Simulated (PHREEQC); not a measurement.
Make-up at 20 °C: 0.013 mol Li2SO4 per kg of water. It is in equilibrium with CO2 at log p = -2 (atm). Otherwise closed; pH follows from the charge balance.

Equilibrium calculation in PHREEQC: ion-association model, phreeqc.dat.

```
Property                       Value
--------------------  --------------
pH                              4.99
ionic strength        0.0376 mol/kgw
specific conductance      2150 µS/cm
```

```json
[
 {"species": "Li+", "molality": "0.0253", "activity": "0.0215", "log γ": "-0.071"},
 {"species": "SO4-2", "molality": "0.0123", "activity": "0.00618", "log γ": "-0.299"},
 {"species": "LiSO4-", "molality": "0.000688", "activity": "0.000580", "log γ": "-0.074"},
 {"species": "CO2", "molality": "0.000388", "activity": "0.000392", "log γ": "0.004"},
 {"species": "HCO3-", "molality": "1.86e-5", "activity": "1.57e-5", "log γ": "-0.073"},
 {"species": "H+", "molality": "1.19e-5", "activity": "1.03e-5", "log γ": "-0.062"}
]
```

This is a speciation only: nothing precipitates in the calculation. Species that the database lacks are ignored.
